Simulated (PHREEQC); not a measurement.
Dissolve 0.0041 mol Cu(BF4)2, 0.00028 mol HCl and 0.15 mol Na2SO4 per kg of water at 20 °C. It is in equilibrium with CO2 at log p = -3.4 (atm). Otherwise closed; pH follows from the charge balance.

The numbers come from PHREEQC with the ion-association model, phreeqc.dat.

This is a speciation only: nothing precipitates in the calculation.

Order these B species by the share of B that they hold, largest first: BF4-, H3BO3, BF2(OH)2-, BF3OH-.

BF4- (71 %), H3BO3 (15 %), BF3OH- (9.4 %), BF2(OH)2- (4.3 %)

The pH is 3.14 and the ionic strength 0.384 mol/kgw. Real BF4- forms and hydrolyses slowly; the run takes it at equilibrium.
